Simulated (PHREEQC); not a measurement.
3 g of hydrous ferric oxide (600 m²/g; 0.2 weak and 0.005 strong sites per Fe, Dzombak-Morel constants, diffuse double layer) in 1 kg of water with 0.01 mol/kgw of an inert sodium salt, at 25 °C; the pH is set by adding NaOH or the inert anion's acid. O2 is buffered at 0.21 atm. CO2 from the air is kept out. Precipitation was switched off in this run.

All values are PHREEQC results (ion-association model, wateq4f.dat), not measurements.

```json
[
 {"pH": "4", "surface charge σ (C/m²)": "0.225", "surface potential ψ (mV)": "182"},
 {"pH": "4.5", "surface charge σ (C/m²)": "0.166", "surface potential ψ (mV)": "168"},
 {"pH": "5", "surface charge σ (C/m²)": "0.117", "surface potential ψ (mV)": "151"},
 {"pH": "5.5", "surface charge σ (C/m²)": "0.078", "surface potential ψ (mV)": "132"},
 {"pH": "6", "surface charge σ (C/m²)": "0.050", "surface potential ψ (mV)": "___"},
 {"pH": "6.5", "surface charge σ (C/m²)": "___", "surface potential ψ (mV)": "___"},
 {"pH": "7", "surface charge σ (C/m²)": "0.017", "surface potential ψ (mV)": "60"},
 {"pH": "7.5", "surface charge σ (C/m²)": "___", "surface potential ψ (mV)": "34"},
 {"pH": "8", "surface charge σ (C/m²)": "0.001", "surface potential ψ (mV)": "6"},
 {"pH": "8.5", "surface charge σ (C/m²)": "-0.005", "surface potential ψ (mV)": "-22"},
 {"pH": "9", "surface charge σ (C/m²)": "-0.013", "surface potential ψ (mV)": "-49"},
 {"pH": "9.5", "surface charge σ (C/m²)": "-0.024", "surface potential ψ (mV)": "-75"},
 {"pH": "10", "surface charge σ (C/m²)": "-0.041", "surface potential ψ (mV)": "-100"}
]
```

Question: Fill in the missing entries.

Answer: 
- 6, surface potential ψ (mV): 110
- 6.5, surface charge σ (C/m²): 0.031
- 6.5, surface potential ψ (mV): 86
- 7.5, surface charge σ (C/m²): 0.008
